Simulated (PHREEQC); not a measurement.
A made-up water analysis in mg/L, 25 °C, pH 3.58, pe 11.1: Na 426; K 1.55; Ca 209; Mg 19.2; Cl 126; S(6) as SO4 1360; N(5) as NO3 1.97; Si as SiO2 1.42; Zn 3.09.

Valence states are taken as typed.

Equilibrium calculation in PHREEQC: ion-association model, wateq4f.dat.

Each row changes one thing in this solution. This is a speciation only: nothing precipitates in the calculation.

```csv
case,ionic strength (mol/kgw),SO4-2 (mol/kgw),Ca+2 (mol/kgw),Mg+2 (mol/kgw),HSO4- (mol/kgw),Zn+2 (mol/kgw),SI of Gypsum (CaSO4:2H2O),SI of Quartz (SiO2)
as made,0.0419,0.0114,0.00339,0.000481,0.000170,2.77e-5,-0.45,-0.64
temperature from 25 to 70 °C at the same typed pH,(withheld),(withheld),0.00315,0.000316,(withheld),2.61e-5,-0.45,-1.22
Ca from 209 to 627 mg/L,0.0535,0.00912,0.0114,0.000544,0.000129,3.18e-5,(withheld),-0.64
Si from 1.42 to 0.71 mg/L,0.0419,0.0114,0.00339,0.000481,0.000170,2.77e-5,-0.45,(withheld)
```

Q: What belongs in the gaps?

A: 
- temperature from 25 to 70 °C at the same typed pH, ionic strength (mol/kgw): 0.0396
- temperature from 25 to 70 °C at the same typed pH, SO4-2 (mol/kgw): 0.0106
- temperature from 25 to 70 °C at the same typed pH, HSO4- (mol/kgw): 0.000471
- Ca from 209 to 627 mg/L, SI of Gypsum (CaSO4:2H2O): -0.08
- Si from 1.42 to 0.71 mg/L, SI of Quartz (SiO2): -0.94

Away from 25 °C the constants follow the database's enthalpies or fits; those with neither stay at their 25 °C values.
